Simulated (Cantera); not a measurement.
## Titanium nitride, carbide and oxide coatings: TiCl4 + H2O

Charge: 1 mol TiCl4, 0.17 mol H2O, held at 1800 K and 0.100 bar.

Cantera equilibrium calculation (NASA polynomials, part measured and part estimated; ideal gas, pure solids and liquids). Candidate condensed phases: H2O, Ti, TiCl2, TiCl3, TiCl4, TiO, TiO2, Ti2O3, Ti3O5, Ti4O7; 23 gas species. The tables' values for TiCl2 are old estimates; treat these amounts as uncertain. The numbers say what is thermodynamically allowed, not how fast it happens.

```
Item                                      Value
-----------------------------------  ----------
x(TiCl4)                                  0.631
x(HCl)                                    0.256
x(TiCl3)                                 0.0568
x(Cl)                                    0.0515
x(Cl2)                                  0.00266
x(TiOCl2)                               0.00186
x(H2O)                                  2.88e-5
x(TiCl2)                                2.80e-5
x(H2)                                   1.85e-5
n(TiO2(rutile))                      0.0837 mol
gas amount                            1.328 mol
log10 activity of Ti4O7(s) (absent)       -1.18
log10 activity of Ti3O5(s) (absent)       -1.28
log10 activity of Ti2O3(s) (absent)       -1.85
```
